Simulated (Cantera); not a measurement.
A freely propagating, adiabatic, planar premixed flame of CH4 : O2 : N2 = 1 : 2 : 7.52 (molar parts), equivalence ratio 1.0, unburnt at 375 K and 383 Torr; mixture-averaged transport, grid criteria slope 0.08 and curve 0.16, no radiation.

Detailed kinetics in Cantera: GRI-Mech 3.0 (53 species, 325 reactions). Burning velocities carry a grid error of a few per cent, more on coarse grids.

x: mole fraction of selected species; z is measured from the peak of heat release.

| z (mm) | T (K) | u (m/s) | x CH4 | x O2 | x C2H2 | x H2O | x NO | x HCO |
|---|---|---|---|---|---|---|---|---|
| -2.09 | 375 | 0.669 | 0.0950 | 0.190 | <1e-8 | 6.53e-6 | <1e-8 | <1e-8 |
| -1.39 | 376 | 0.671 | 0.0948 | 0.190 | <1e-8 | 9.45e-5 | <1e-8 | <1e-8 |
| -1.04 | 379 | 0.679 | 0.0944 | 0.189 | 3.24e-8 | 0.000541 | <1e-8 | <1e-8 |
| -0.696 | 422 | 0.761 | 0.0914 | 0.186 | 7.28e-7 | 0.00561 | 6.60e-8 | <1e-8 |
| -0.348 | 832 | 1.52 | 0.0671 | 0.155 | 1.68e-5 | 0.0480 | 1.44e-6 | 3.47e-7 |
| -0.174 | 1271 | 2.35 | 0.0376 | 0.113 | 5.30e-5 | 0.0923 | 3.67e-6 | 1.21e-5 |
| 0 | 1673 | 3.12 | 0.00921 | 0.0643 | 0.000103 | 0.136 | 7.61e-6 | 5.98e-5 |
| 0.174 | 1832 | 3.42 | (withheld) | (withheld) | (withheld) | 0.155 | (withheld) | (withheld) |
| 0.348 | 1872 | 3.48 | 2.69e-5 | 0.0263 | 7.00e-7 | 0.159 | 1.57e-5 | 1.19e-6 |
| 0.696 | 1913 | 3.53 | 5.31e-8 | 0.0214 | <1e-8 | 0.160 | 1.89e-5 | 4.17e-8 |
| 1.39 | 1967 | 3.62 | <1e-8 | 0.0189 | <1e-8 | 0.161 | 2.28e-5 | 2.68e-8 |
| 2.79 | 2033 | 3.72 | <1e-8 | (withheld) | <1e-8 | 0.166 | (withheld) | (withheld) |
| 5.57 | 2103 | 3.83 | <1e-8 | 0.0138 | <1e-8 | 0.171 | 4.18e-5 | <1e-8 |

Question: What belongs in the gaps?

Answer: 
- 0.174, x CH4: 0.000704
- 0.174, x O2: 0.0360
- 0.174, x C2H2: 2.10e-5
- 0.174, x NO: 1.26e-5
- 0.174, x HCO: 2.04e-5
- 2.79, x O2: 0.0165
- 2.79, x NO: 2.96e-5
- 2.79, x HCO: 1.66e-8
